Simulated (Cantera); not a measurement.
Ammonia decomposition in nitride growth gas

An isothermal, constant-pressure homogeneous reactor starts with NH3 : H2 = 1 : 1 (molar parts), at 1825 K and 0.380 bar.

Model: the gas-phase N/H chemistry of the illustrative SiF4/NH3 mechanism in the Surface Chemkin manual (1991), integrated in Cantera. Walls and surfaces, which speed up NH3 decomposition in real reactors, are not modelled.

| t (s) | x NH3 | x H2 | x N2H4 | x N2H2 | x H | x N2 | x NH2 |
|---|---|---|---|---|---|---|---|
| 0.000300 | 0.500 | 0.500 | 9.53e-9 | 9.70e-8 | 3.94e-5 | 1.33e-6 | 0.000107 |
| 0.00103 | 0.499 | 0.500 | 6.21e-8 | 8.53e-7 | 0.000101 | 7.16e-5 | 0.000272 |
| 0.00354 | 0.498 | 0.501 | 8.09e-8 | 1.17e-6 | 0.000116 | 0.000683 | 0.000310 |
| 0.0122 | 0.491 | 0.506 | 7.96e-8 | 1.15e-6 | 0.000117 | 0.00285 | 0.000308 |
| 0.0418 | 0.470 | 0.520 | 7.51e-8 | 1.08e-6 | 0.000122 | 0.0100 | 0.000299 |
| 0.144 | 0.405 | 0.563 | 6.19e-8 | 8.76e-7 | 0.000139 | 0.0315 | 0.000271 |
| 0.493 | 0.258 | 0.661 | 3.39e-8 | 4.76e-7 | 0.000191 | 0.0807 | 0.000201 |
| 1.69 | 0.0784 | 0.781 | 6.51e-9 | 1.01e-7 | 0.000324 | 0.140 | 8.81e-5 |
| 5.82 | 0.00806 | 0.827 | 1.91e-10 | 3.82e-9 | 0.000573 | 0.164 | 1.51e-5 |
| 20.0 | 0.00108 | 0.832 | 4.35e-12 | 9.31e-11 | 0.000652 | 0.166 | 2.28e-6 |
x: mole fraction; the columns are a selection and need not sum to one.

Equilibrium at this temperature and pressure: NH3 3.24e-6, H2 0.833, N2H4 <1e-12, N2H2 <1e-12, H 0.000656, N2 0.167, NH2 6.92e-9 (gas phase only).
